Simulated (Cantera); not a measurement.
An adiabatic, constant-volume homogeneous reactor starts with CO : H₂ : CH₄ : O₂ : N₂ = 1 : 0.068 : 0.14 : 0.866 : 3.26 (molar parts), equivalence ratio 0.94, at 1050 K and 0.310 bar. Integrator tolerance rtol = 1e-08.

Computed with Cantera and GRI-Mech 3.0 (53 species, 325 reactions).

### Question
What does this change do: pressure from 0.310 bar to 5.00 bar?

### Answer
| quantity | before | after |
|---|---|---|
| time of steepest temperature rise | 6.24 ms | 1.85 ms |
| temperature at 0.300 s | 2681 K | 2895 K |
| equilibrium temperature | 2681 K | 2895 K |
| x(CO) at 0.300 s | 0.0778 (gas-phase equilibrium 0.0778) | 0.0602 (gas-phase equilibrium 0.0602) |
| x(H₂) at 0.300 s | 0.00441 (gas-phase equilibrium 0.00441) | 0.00301 (gas-phase equilibrium 0.00301) |
| x(CH₄) at 0.300 s | <1e-12 (gas-phase equilibrium <1e-12) | <1e-12 (gas-phase equilibrium <1e-12) |
| x(NO) at 0.300 s | 0.0121 (gas-phase equilibrium 0.0121) | 0.0145 (gas-phase equilibrium 0.0145) |
| x(H₂O₂) at 0.300 s | 9.72e-8 (gas-phase equilibrium 9.72e-8) | 5.59e-7 (gas-phase equilibrium 5.59e-7) |

### Question
What does this change do: CO 1 to 0.52 parts?

### Answer
| quantity | before | after |
|---|---|---|
| time of steepest temperature rise | 6.24 ms | 8.30 ms |
| temperature at 0.300 s | 2681 K | 2548 K |
| equilibrium temperature | 2681 K | 2548 K |
| x(CO) at 0.300 s | 0.0778 (gas-phase equilibrium 0.0778) | 0.0256 (gas-phase equilibrium 0.0256) |
| x(H₂) at 0.300 s | 0.00441 (gas-phase equilibrium 0.00441) | 0.00230 (gas-phase equilibrium 0.00230) |
| x(CH₄) at 0.300 s | <1e-12 (gas-phase equilibrium <1e-12) | <1e-12 (gas-phase equilibrium <1e-12) |
| x(NO) at 0.300 s | 0.0121 (gas-phase equilibrium 0.0121) | 0.0131 (gas-phase equilibrium 0.0131) |
| x(H₂O₂) at 0.300 s | 9.72e-8 (gas-phase equilibrium 9.72e-8) | 1.12e-7 (gas-phase equilibrium 1.12e-7) |
